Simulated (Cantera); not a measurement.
Feed: 1 mol N2O, 0.24 mol H2, 1.4 mol O2, held at 4400 Pa.

Method: chemical equilibrium by Gibbs-energy minimisation in Cantera with the NASA 1993 tables (ideal gas, pure condensed phases). Candidate condensed phases: H2O; 24 gas species. Kinetics and transport are ignored.

Problem. At 1475 K, list the 6 most abundant gas species with their mole fractions, and the condensed phases.

Solution. O2 0.589, N2 0.331, H2O 0.0794, NO 0.00117, OH 0.000158, O 1.05e-5. Condensed: gas only.
